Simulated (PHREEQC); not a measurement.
Na2CO3 is added in steps, without added water, to 1 kg of water holding 0.0037 mol/kgw CdI2, at 20 °C. O2 is buffered at 0.21 atm. No CO2 enters from the air. Solids allowed: Cd(OH)2, Otavite, Nahcolite, Natron. Others were left out.

Base run: PHREEQC, ion-association model, wateq4f.dat. Each further column changes one thing. The table gives pH.

```csv
Na2CO3 added (mol),base,Debye-Hückel limiting law,all activity coefficients set to 1,metal-ligand complexes left out,Davies equation for every ion
0,6.51,6.52,6.47,6.41,6.51
0.0002437,7.16,7.17,7.09,6.99,7.16
0.0004875,7.19,7.20,7.12,7.01,7.19
0.000975,7.26,7.27,7.19,7.07,7.26
0.001219,7.29,7.30,7.22,7.10,7.29
0.001463,7.34,7.35,7.27,7.14,7.34
0.001706,7.38,7.39,7.31,7.18,7.38
0.002194,7.49,7.50,7.42,7.28,7.49
0.002437,7.56,7.57,7.49,7.34,7.56
0.002681,7.64,7.65,7.58,7.42,7.64
0.002925,7.74,7.75,7.68,7.52,7.74
0.003413,8.08,8.08,8.03,7.87,8.08
0.003656,8.58,8.58,8.54,8.42,8.58
0.0039,10.16,10.15,10.22,10.17,10.16
```
